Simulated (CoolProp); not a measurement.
A Linde-Hampson liquefier for dry air: isothermal reversible compression at 250 K from 1 atm to 25 MPa, throttling to 1 atm, return gas leaving the recuperator 5 K below the feed. Each further row changes one setting.

Model: reference Helmholtz-energy equation of state, Lemmon 2000, in CoolProp. It is a pseudo-pure fit of the blend.

```
case                        liquid yield per pass  compression work (kJ/kg of gas)
--------------------------  ---------------------  -------------------------------
as stated                                   0.143                              387
high pressure 50 MPa                            ?                                ?
warm-end temperature 280 K                      ?                                ?
warm-end gap 10 K                               ?                              387
```

Q: Complete the blanks.

A: 
- high pressure 50 MPa, liquid yield per pass: 0.159
- high pressure 50 MPa, compression work (kJ/kg of gas): 444
- warm-end temperature 280 K, liquid yield per pass: 0.101
- warm-end temperature 280 K, compression work (kJ/kg of gas): 440
- warm-end gap 10 K, liquid yield per pass: 0.131
